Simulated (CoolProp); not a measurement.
Vapour-liquid equilibrium of methanol (1) + benzene (2) at 394 K; x and y are mole fractions of (1).

The numbers come from the multi-fluid Helmholtz-energy mixture model, de Reuck 1993 and Thol 2012; pair parameters Bell 2016 in CoolProp.

Problem. Give the bubble pressure and the first vapour's composition at x = 0.05, 0.45, 0.65. Is there an azeotrope?

Solution. x = 0.05: 4.092 bar, y = 0.252; x = 0.45: 6.614 bar, y = 0.616; x = 0.65: 6.887 bar, y = 0.694. y crosses x between x = 0.75 and 0.85: the model has an azeotrope there.

The pair parameters rest on a limited set of measurements; away from them the model extrapolates. With so large a gap from Raoult's law the liquid may split in two, which this calculation doesn't test in full.
